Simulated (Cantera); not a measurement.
A perfectly stirred reactor is fed with CH4 : N2 = 1 : 30 (molar parts), at 0.987 atm; it is held at 1825 K, and followed from long to short residence time.

Cantera simulation using GRI-Mech 3.0 (53 species, 325 reactions); the numbers are that mechanism's predictions, not measurements. GRI-Mech 3.0 stops at C3 and has no aromatics, soot or wall deposition, so with more carbon than oxygen in the feed, carbon stays in small species such as C2H2 where larger ones or solid carbon would form.

Question: What does this change do: CH4 1 to 3.2 parts?

Answer: 
```json
[
 {"quantity": "x(CH4) at τ = 3.80 s", "before": "0.000604", "after": "0.00178"},
 {"quantity": "x(CH3) at τ = 3.80 s", "before": "2.47e-5", "after": "4.34e-5"},
 {"quantity": "x(H) at τ = 3.80 s", "before": "9.35e-5", "after": "0.000157"},
 {"quantity": "x(C2H) at τ = 3.80 s", "before": "3.01e-7", "after": "5.08e-7"},
 {"quantity": "x(C2H2) at τ = 3.80 s", "before": "0.0152", "after": "0.0430"},
 {"quantity": "x(CH4) at τ = 30.0 ms", "before": "0.00664", "after": "0.0189"},
 {"quantity": "x(CH3) at τ = 30.0 ms", "before": "0.000252", "after": "0.000430"},
 {"quantity": "x(H) at τ = 30.0 ms", "before": "7.22e-5", "after": "0.000121"},
 {"quantity": "x(C2H) at τ = 30.0 ms", "before": "2.32e-7", "after": "3.90e-7"},
 {"quantity": "x(C2H2) at τ = 30.0 ms", "before": "0.0122", "after": "0.0348"}
]
```

Question: What does this change do: pressure from 0.987 atm to 0.0263 atm?

Answer: 
```tsv
quantity	before	after
x(CH4) at τ = 3.80 s	0.000604	0.00119
x(CH3) at τ = 3.80 s	2.47e-5	0.000147
x(H) at τ = 3.80 s	9.35e-5	0.000280
x(C2H) at τ = 3.80 s	3.01e-7	9.00e-7
x(C2H2) at τ = 3.80 s	0.0152	0.0148
x(CH4) at τ = 30.0 ms	0.00664	0.0214
x(CH3) at τ = 30.0 ms	0.000252	0.00103
x(H) at τ = 30.0 ms	7.22e-5	4.70e-5
x(C2H) at τ = 30.0 ms	2.32e-7	1.29e-7
x(C2H2) at τ = 30.0 ms	0.0122	0.00392
```
Radical loss at walls, strong at low pressure, is not modelled.
